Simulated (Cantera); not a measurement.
Standard-state values (1 bar) from the NASA 1993 polynomials, evaluated with Cantera. Values are per mole of reaction as written; species without (g) are pure solids or liquids, kept so even where they would boil at 1 bar.

Task: Between 1300 and 1650 K, where is each reaction favourable under standard conditions?
- O3(g) + 3 Si → 3 SiO(g)

Result: 
- O3(g) + 3 Si → 3 SiO(g): ΔG° is -866 kJ at 1300 K and -971 kJ at 1650 K; it stays negative (K > 1). ΔH° is -480 kJ and ΔS° 298 J/K at 1650 K.
